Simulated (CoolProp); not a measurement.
A simple Rankine cycle with R245fa: condensing at 327.15 K, boiler at 1.53 MPa, turbine inlet 421.9 K, turbine efficiency 0.6, pump efficiency 0.8, no recuperator. Each further row changes one setting.

Values from CoolProp's reference Helmholtz-energy equation of state, Akasaka 2015.

```csv
case,thermal efficiency (%),net work (kJ/kg),heat in (kJ/kg),turbine exit temperature (K),volume ratio over the turbine
as stated,6.7,17.2,258,392.8,4.18
condensing temperature 319.15 K,7.6,20.4,269,388.7,5.34
boiler pressure 1.07 MPa,5.1,13.5,264,402.1,2.82
turbine efficiency 0.5,5.5,14.1,258,395.6,4.22
```
